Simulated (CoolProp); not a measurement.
Sulfur hexafluoride along the isobar 13200 kPa: Z from the reference equation and from simpler models built on Tc = 45.6 °C, pc = 3755 kPa, ω = 0.210; each cubic takes its own stable root.

The numbers come from the reference Helmholtz-energy equation of state, Guder 2009 in CoolProp.

```tsv
T (°C)	phase	reference	Redlich-Kwong	Peng-Robinson
-10.25	liquid	0.5095	0.5353	0.4668
19.55	liquid	0.4999	?	0.4648
49.35	supercritical	0.5077	?	0.4836
79.15	supercritical	0.5398	?	0.5296
108.95	supercritical	0.6040	0.6092	0.6037
138.85	supercritical	0.6897	0.6692	0.6892
168.65	supercritical	0.7707	0.7310	0.7656
198.45	supercritical	0.8364	0.7859	0.8272
228.25	supercritical	0.8872	0.8312	?
258.05	supercritical	0.9266	0.8679	0.9133
287.85	supercritical	0.9573	0.8973	?
```

Q: Some entries are withheld; supply them.

A: 
- 19.55, Redlich-Kwong: 0.5277
- 49.35, Redlich-Kwong: 0.5364
- 79.15, Redlich-Kwong: 0.5632
- 228.25, Peng-Robinson: 0.8755
- 287.85, Peng-Robinson: 0.9431
